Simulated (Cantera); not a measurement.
A freely propagating, adiabatic, planar premixed flame of 2.22 % CH4, 2.89 % C2H6, 19.9 % O2, 74.9 % N2, unburnt at 550 K and 10.0 bar; multicomponent+Soret transport, grid criteria slope 0.08 and curve 0.16, no radiation.

Detailed kinetics in Cantera: GRI-Mech 3.0 (53 species, 325 reactions). Burning velocities carry a grid error of a few per cent, more on coarse grids.

x: mole fraction of selected species; z is measured from the peak of heat release.

| z (mm) | T (K) | u (m/s) | x CH4 | x C2H6 | x O2 | x H2 | x H2O2 | x HCN |
|---|---|---|---|---|---|---|---|---|
| -0.213 | 551 | 0.378 | 0.0222 | 0.0289 | 0.199 | 0.000320 | 4.79e-7 | <1e-8 |
| -0.142 | 557 | 0.382 | 0.0220 | 0.0289 | 0.199 | 0.000707 | 3.65e-6 | <1e-8 |
| -0.106 | 578 | 0.397 | 0.0214 | 0.0288 | 0.197 | 0.00114 | 1.60e-5 | <1e-8 |
| -0.0710 | (withheld) | 0.465 | 0.0195 | 0.0276 | 0.189 | 0.00191 | 7.46e-5 | 1.38e-8 |
| -0.0355 | (withheld) | 0.724 | 0.0136 | 0.0189 | 0.155 | 0.00327 | 0.000269 | 7.93e-8 |
| -0.0177 | (withheld) | 0.974 | 0.00792 | 0.00751 | 0.120 | 0.00415 | 0.000172 | 1.62e-7 |
| 0 | (withheld) | 1.23 | 0.00196 | 0.000307 | 0.0825 | 0.00391 | 5.00e-6 | 2.80e-7 |
| 0.0177 | 1909 | 1.35 | 0.000106 | 2.88e-7 | 0.0646 | 0.00221 | 1.39e-6 | 2.00e-7 |
| 0.0355 | 1984 | 1.39 | 3.32e-6 | <1e-8 | 0.0587 | 0.00140 | 9.95e-7 | 6.83e-8 |
| 0.0710 | 2053 | 1.43 | <1e-8 | <1e-8 | 0.0548 | 0.000776 | 6.39e-7 | <1e-8 |
| 0.142 | 2094 | 1.46 | <1e-8 | <1e-8 | 0.0530 | 0.000318 | 3.71e-7 | <1e-8 |
| 0.284 | 2108 | 1.47 | <1e-8 | <1e-8 | 0.0526 | 0.000141 | 2.63e-7 | <1e-8 |
| 0.568 | 2110 | 1.47 | <1e-8 | <1e-8 | 0.0525 | 0.000115 | 2.47e-7 | <1e-8 |

### Question
Fill in the missing entries.

### Answer

- -0.0710, T (K): 674
- -0.0355, T (K): 1038
- -0.0177, T (K): 1384
- 0, T (K): 1738
